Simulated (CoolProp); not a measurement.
Properties of R1336mzz(E) along the isotherm 385.2 K (Tc = 403.5 K, pc = 2.779 MPa, ω = 0.413).

Computed with CoolProp (reference Helmholtz-energy equation of state, Akasaka 2023).

| p (MPa) | phase | density (kg/m³) | cp (kJ/(kg K)) | Joule-Thomson coefficient (K/MPa) | fugacity coefficient |
|---|---|---|---|---|---|
| 0.356 | gas | 19.33 | 0.9174 | 12.83 | 0.9460 |
| 0.713 | gas | 41.43 | 0.9536 | 13.90 | 0.8927 |
| 1.07 | gas | 67.44 | (withheld) | 15.34 | 0.8400 |
| 1.43 | gas | 100.0 | 1.104 | 17.45 | 0.7871 |
| 1.78 | gas | 144.1 | 1.325 | (withheld) | 0.7349 |
| 2.14 | liquid | 932.7 | 1.702 | 1.970 | 0.6491 |
| 2.49 | liquid | 951.1 | 1.610 | (withheld) | 0.5686 |
| 2.85 | liquid | 966.6 | 1.548 | 1.363 | 0.5064 |
| 3.21 | liquid | 979.8 | 1.504 | 1.175 | 0.4582 |
| 3.56 | liquid | 991.2 | 1.471 | 1.031 | 0.4207 |
| 3.92 | liquid | (withheld) | 1.443 | 0.9111 | 0.3892 |
| 4.28 | liquid | 1011 | 1.421 | 0.8116 | 0.3631 |
| 4.63 | liquid | 1019 | 1.403 | 0.7296 | 0.3416 |
| 4.99 | liquid | 1028 | 1.387 | 0.6569 | 0.3227 |
| 5.34 | liquid | 1035 | 1.373 | 0.5952 | 0.3069 |
| 5.7 | liquid | 1042 | 1.361 | 0.5393 | 0.2926 |

Q: Some entries are withheld; supply them.

A: 
- 1.07, cp (kJ/(kg K)): 1.008
- 1.78, Joule-Thomson coefficient (K/MPa): 21.00
- 2.49, Joule-Thomson coefficient (K/MPa): 1.616
- 3.92, density (kg/m³): 1002
